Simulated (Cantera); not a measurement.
N2O furnace oxynitridation

An isothermal, constant-pressure homogeneous reactor starts with N2O : H2O = 1 : 0.07 (molar parts), at 1550 K and 0.120 bar.

Model: GRI-Mech 3.0 (53 species, 325 reactions), integrated in Cantera. GRI-Mech 3.0 was tuned for natural gas; its chemistry of N2O as a main component is partial and can be far from experiment. The temperature is held fixed by assumption; the heat of reaction is taken as removed at once.

| t (s) | x N2O | x H2O | x NO2 | x NO | x O2 | x H |
|---|---|---|---|---|---|---|
| 7.00e-5 | 0.933 | 0.0653 | 3.40e-8 | 0.000189 | 0.000254 | 1.59e-7 |
| 0.000165 | 0.931 | 0.0652 | 1.13e-6 | 0.000519 | 0.000723 | 4.07e-7 |
| 0.000387 | 0.926 | 0.0650 | 1.46e-5 | 0.00128 | 0.00193 | 6.62e-7 |
| 0.000910 | 0.915 | 0.0647 | 7.87e-5 | 0.00303 | 0.00489 | 7.46e-7 |
| 0.00214 | 0.889 | 0.0642 | 0.000259 | 0.00697 | 0.0117 | 7.64e-7 |
| 0.00503 | 0.831 | 0.0629 | 0.000556 | 0.0156 | 0.0267 | 7.69e-7 |
| 0.0118 | 0.715 | 0.0603 | 0.000783 | 0.0330 | 0.0575 | 8.06e-7 |
| 0.0278 | 0.515 | 0.0558 | 0.000736 | 0.0625 | 0.111 | 9.23e-7 |
| 0.0654 | 0.261 | 0.0502 | 0.000451 | 0.0987 | 0.180 | 1.18e-6 |
| 0.154 | 0.0664 | 0.0459 | 0.000199 | 0.124 | 0.234 | 1.36e-6 |
| 0.362 | 0.00533 | 0.0446 | 0.000155 | 0.130 | 0.252 | 4.37e-7 |
| 0.851 | 7.52e-5 | 0.0445 | 0.000224 | 0.130 | 0.253 | 9.28e-8 |
| 2.00 | 4.14e-6 | 0.0445 | 0.000227 | 0.129 | 0.253 | 8.87e-8 |
x: mole fraction; the columns are a selection and need not sum to one.

Equilibrium at this temperature and pressure: N2O 3.24e-8, H2O 0.0445, NO2 3.38e-6, NO 0.00172, O2 0.318, H 8.34e-8 (gas phase only).
